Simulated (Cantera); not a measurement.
A Cantera script and what it prints.

```python
import numpy as np
import cantera as ct

gas_names = """
    H HO2 H2 H2O H2O2 O OH O2 O3 Si SiH SiH2 SiH3 SiH4 SiO SiO2 Si2 Si3
""".split()
cond_names = """
    H2O(s) H2O(L) Si(cr) Si(L) SiO2(Lqz) SiO2(hqz) SiO2(L)
""".split()


# ... load() reads the species with a 1 bar reference pressure and builds the phases ...
atoms = {
    'Si': {'Si': 1},
    'O2': {'O': 2},
    'H2': {'H': 2},
}
top_T = {}  # K; cautious upper limits of use, not melting points


# ... equilibrate(T, P, feed) seeds the gas with the atoms and calls Mixture.equilibrate('TP', solver="vcs", rtol=1e-11, max_steps=5000) ...
results = []
feed = {'Si': 1, 'O2': 0.0016, 'H2': 86}  # mol
P = 1333.22  # Pa
for T in [800, 825, 850, 875, 900, 925, 950, 975]:
    mix = equilibrate(T, P, feed)
    results.append((T, P, feed, dict(zip(mix.species_names, mix.species_moles))))

top = {s: max(r[3][s] / sum(r[3][g] for g in gas_names) for r in results) for s in gas_names}
cols = sorted((s for s in top if top[s] > 1e-05), key=lambda s: -top[s])[:5]
seen = [c for c in cond_names if any(r[3].get(c, 0) > 1e-12 for r in results)]
print("log10 of partial pressures in bar; condensed amounts in mol")
print(f"{'T/K':>10s}" + "".join(f"{s[:9]:>10s}" for s in cols + seen))
for T, P, feed, n in results:
    ng = sum(n[g] for g in gas_names)
    print(f"{T:10.4g}" + "".join(f"{np.log10(max(n[s] / ng * P / 1e5, 1e-99)):10.3f}" for s in cols)
          + "".join(f"{n.get(c, 0):10.4g}" for c in seen))
```

Result:

```
log10 of partial pressures in bar; condensed amounts in mol
       T/K        H2    Si(cr) SiO2(Lqz) SiO2(hqz)
       800    -1.875    0.9984    0.0016         0
       825    -1.875    0.9984    0.0016         0
       850    -1.875    0.9984         0    0.0016
       875    -1.875    0.9984         0    0.0016
       900    -1.875    0.9984         0    0.0016
       925    -1.875    0.9984         0    0.0016
       950    -1.875    0.9984         0    0.0016
       975    -1.875    0.9984         0  0.001599
```

Cantera equilibrium calculation (NASA polynomials, part measured and part estimated; ideal gas, pure solids and liquids).
